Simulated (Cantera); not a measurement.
An adiabatic, constant-pressure homogeneous reactor starts with H2 : O2 : N2 = 1 : 0.294 : 1.11 (molar parts), at 1700 K and 0.900 bar.

Computed with Cantera and GRI-Mech 3.0 (53 species, 325 reactions).

Question: Predict: time of steepest temperature rise; temperature at 0.500 s; equilibrium temperature; x(H2) at 0.500 s; x(O2) at 0.500 s; x(H2O) at 0.500 s; x(H2O2) at 0.500 s; x(OH) at 0.500 s; x(H) at 0.500 s.

Answer: 
```
Item                                                                Result
---------------------------------  ---------------------------------------
time of steepest temperature rise                                  8.54 µs
temperature at 0.500 s                                              2885 K
equilibrium temperature                                             2885 K
x(H2) at 0.500 s                       0.182 (gas-phase equilibrium 0.182)
x(O2) at 0.500 s                   0.00172 (gas-phase equilibrium 0.00172)
x(H2O) at 0.500 s                      0.238 (gas-phase equilibrium 0.238)
x(H2O2) at 0.500 s                 1.36e-7 (gas-phase equilibrium 1.36e-7)
x(OH) at 0.500 s                     0.0196 (gas-phase equilibrium 0.0196)
x(H) at 0.500 s                      0.0495 (gas-phase equilibrium 0.0495)
```
